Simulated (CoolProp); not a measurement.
A closed Brayton cycle with dry air: compressor inlet 310.15 K and 1.6 MPa, high pressure 3.61 MPa, turbine inlet 825 K, compressor efficiency 0.85, turbine efficiency 0.85, recuperator effectiveness 0 (on enthalpy, no pinch check). Each further row changes one setting.

Values from CoolProp's reference Helmholtz-energy equation of state, Lemmon 2000. It is a pseudo-pure fit of the blend.

```tsv
case	thermal efficiency (%)	net work (kJ/kg)	compressor to turbine work	compressor exit (K)	turbine exit (K)
as stated	[?]	52.5	0.65	405.9	689.4
turbine inlet 775 K	11.1	43.4	0.69	405.9	[?]
compressor inlet 320.15 K	[?]	49.4	0.67	418.8	689.4
high pressure 3.07 MPa	9.9	46.4	0.62	385.0	714.4
recuperator effectiveness 0.5	17.6	52.5	0.65	405.9	689.4
```

Some entries are withheld; supply them.


- as stated, thermal efficiency (%): 11.7
- turbine inlet 775 K, turbine exit (K): 646.4
- compressor inlet 320.15 K, thermal efficiency (%): 11.4
